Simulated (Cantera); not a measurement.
Input: 1 mol Ta2O5, 5.4 mol H2, held at 2173.15 K and 10000 Pa.

Equilibrium computed with Cantera from the NASA thermochemical tables; the gas is ideal and each condensed phase is pure. Candidate condensed phases: H2O, Ta, Ta2O5; 12 gas species. Mutual solubility and eutectic melting of coexisting phases are not modelled. Condensed phases not in the tables: N, O or C dissolved in the metal. Equilibrium is a limit: real reactors are often held back by kinetics, nucleation or transport.

Base state: H2 0.981, H 0.0151, H2O 0.00333, TaO2 0.000143, TaO 2.92e-5 (mole fractions); condensed: Ta(s) + Ta2O5(l).

### Question
What changes in the equilibrium state with this change: temperature from 2173.15 K to 1625 K?

### Answer
| species | before | after |
|---|---|---|
| H2 | 0.981 | 1.000 |
| H2O | 0.00333 | 0.000237 |
| H | 0.0151 | 0.000223 |
| TaO2 | 0.000143 | 3.18e-9 |
| TaO | 2.92e-5 | <1e-9 |
| Ta(s), mol | 0.00701 | 0.000512 |
| Ta2O5(l), mol | 0.996 | 0 |
| Ta2O5(s), mol | 0 | 1.000 |

### Question
What changes in the equilibrium state with this change: temperature from 2173.15 K to 1223.15 K?

### Answer
```tsv
species	before	after
H2	0.981	1.000
H2O	0.00333	5.91e-6
H	0.0151	9.53e-7
TaO2	0.000143	<1e-9
TaO	2.92e-5	<1e-9
Ta(s), mol	0.00701	0
Ta2O5(l), mol	0.996	0
Ta2O5(s), mol	0	1.000
```
